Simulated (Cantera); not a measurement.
Input: 1 mol C₂F₆, a varied amount of HCl, at 1.00 bar.

Cantera equilibrium calculation (NASA polynomials, part measured and part estimated; ideal gas, pure solids and liquids). Candidate condensed phases: C, C₆H₆, C₇H₈, C₈H₁₈; 118 gas species. The feed counts by its element totals alone. Equilibrium is a limit: real reactors are often held back by kinetics, nucleation or transport.

Stable condensed phases, one row left out:

```
T in °C \ n(HCl) in mol
          0.1  0.2 0.29 0.39 0.49 0.58 0.68 0.78 0.87 0.97
   3050     A    A    A    A    B    B    B    B    B    B
   2650     A    A    A    A    A    A    A    A    B    B
   2450     A    B    B    B    B    B    B    B    B    B
   2250     B    B    B    B    B    B    B    B    B    B
   2050     B    B    B    B    B    B    B    B    B    B
   1850     B    B    B    B    B    B    B    B    B    B
   1650     B    B    B    B    B    B    B    B    B    B
   1450     B    B    B    B    B    B    B    B    B    B
   1250     B    B    B    B    B    B    B    B    B    B
   1050     B    B    B    B    B    B    B    B    B    B
```

A: gas only; B: C.

### Question
Give the row for 2850 °C.

### Answer
0.1: gas only; 0.2: gas only; 0.29: gas only; 0.39: gas only; 0.49: gas only; 0.58: gas only; 0.68: C; 0.78: C; 0.87: C; 0.97: C.
